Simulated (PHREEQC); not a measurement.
Solution (25 °C and 500 atm): 12 mmol/kgw Cu(BF4)2, 9.1 mmol/kgw H2SO4 and 52 mmol/kgw NaCl. Closed to the air; pH follows from the charge balance.

The numbers come from PHREEQC with the ion-association model, phreeqc.dat.

Question: The ionic strength comes out as 0.104 mol/kgw. What activity coefficients do BF2(OH)2-, HF2-, Cl-, BF3OH-, Cu+2 get?

Answer: BF2(OH)2- 0.78, HF2- 0.78, Cl- 0.77, BF3OH- 0.78, Cu+2 0.40.

This is a speciation only: nothing precipitates in the calculation. Under pressure, the constants of complexes without a molar volume in the database are unreliable. Real BF4- forms and hydrolyses slowly; the run takes it at equilibrium.
